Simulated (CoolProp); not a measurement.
Model: reference Helmholtz-energy equation of state, Lemmon 2005, in CoolProp. It is a short technical equation, of lower accuracy than the large ones.

### Question
For cis-2-butene, give the phase and the density (kg/m³), Joule-Thomson coefficient (K/MPa), expansivity (1/kK) at 172.45 °C and 3.84 bar; 188.35 °C and 3.84 bar.

### Answer
- 172.45 °C and 3.84 bar: gas; density 5.99, Joule-Thomson coefficient 8.50, expansivity 2.48
- 188.35 °C and 3.84 bar: gas; density 5.77, Joule-Thomson coefficient 7.62, expansivity 2.37
